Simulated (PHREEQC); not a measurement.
Solution (25 °C): 83 mmol/kgw FeCl3, 1.1 mmol/kgw H3AsO4 and 0.038 mmol/kgw H2SO4. Closed to the air; pH follows from the charge balance.

Model: ion-association model, wateq4f.dat, run in PHREEQC.

**Question.** The ionic strength comes out as 0.340 mol/kgw. What activity coefficients do HSO4-, Cl-, H2AsO4-, Fe3(OH)4+5, SO4-2 get?

**Answer.** HSO4- 0.69, Cl- 0.67, H2AsO4- 0.73, Fe3(OH)4+5 0.00040, SO4-2 0.24.

Precipitation was switched off in this run. Examples of supersaturated solids here: Hematite (slow to form), Goethite (slow to form). Others may be too. The database's scorodite may be far more soluble than the real mineral, and it has no iron arsenate complexes; the constant wasn't checked at its source.
